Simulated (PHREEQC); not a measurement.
A solution holds 0.0089 mol NaHS and 0.00024 mol NaBF4 per kg of water, at 80 °C. Closed to the air; pH follows from the charge balance.

The numbers come from PHREEQC with the ion-association model, phreeqc.dat.

Precipitation was switched off in this run.

Problem. Predict the pH.

Solution. pH 7.53.

Problem. In which forms is B present?

Solution. H3BO3 95 %, H2BO3- 4.9 % of the B.

Constants without temperature data keep their 25 °C values here. Real BF4- forms and hydrolyses slowly; the run takes it at equilibrium.
